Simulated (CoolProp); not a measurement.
c-C4F8 (RC318) along the isobar 118 bar: Z from the reference equation and from simpler models built on Tc = 388.4 K, pc = 27.78 bar, ω = 0.355; each cubic takes its own stable root.

Values from CoolProp's reference Helmholtz-energy equation of state, Platzer 1990. This equation is an older, rougher fit; its heat capacities, sound speeds and derivatives of the liquid may be far off and weren't checked against measurements.

| T (K) | phase | reference | Redlich-Kwong | Soave-Redlich-Kwong |
|---|---|---|---|---|
| 282.4 | liquid | 0.6229 | 0.6698 | 0.6475 |
| 302.2 | liquid | 0.6056 | 0.6496 | 0.6284 |
| 322 | liquid | 0.5933 | 0.6350 | 0.6158 |
| 341.8 | liquid | ? | 0.6252 | 0.6095 |
| 361.5 | liquid | ? | 0.6202 | 0.6095 |
| 381.3 | liquid | 0.5863 | 0.6197 | 0.6164 |
| 401.1 | supercritical | 0.5954 | 0.6237 | 0.6308 |
| 420.9 | supercritical | 0.6117 | 0.6323 | ? |
| 440.7 | supercritical | 0.6360 | ? | 0.6835 |
| 460.4 | supercritical | 0.6679 | 0.6624 | 0.7202 |
| 480.2 | supercritical | 0.7061 | 0.6831 | 0.7613 |
| 500 | supercritical | 0.7474 | 0.7066 | 0.8033 |

Q: What belongs in the gaps?

A: 
- 341.8, reference: 0.5858
- 361.5, reference: 0.5833
- 420.9, Soave-Redlich-Kwong: 0.6531
- 440.7, Redlich-Kwong: 0.6453
